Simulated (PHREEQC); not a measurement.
**Alkaline etch or developer**

Consider water at 25 °C with 3.7 mmol/kgw LiOH and 0.23 mmol/kgw CO2. Closed to the air; pH follows from the charge balance.

All values are PHREEQC results (ion-association model, wateq4f.dat), not measurements.

```
Item                       Result
----------------  ---------------
pH                          11.48
ionic strength    0.00392 mol/kgw
total alkalinity      3.70 meq/kg
```

| species | molality | activity | log γ |
|---|---|---|---|
| Li+ | 0.00370 | 0.00347 | -0.028 |
| OH- | 0.00325 | 0.00304 | -0.030 |
| CO3-2 | 0.000218 | 0.000167 | -0.115 |
| HCO3- | 1.25e-5 | 1.17e-5 | -0.029 |

Precipitation was switched off in this run. Complexes and solids missing from the database can't appear.
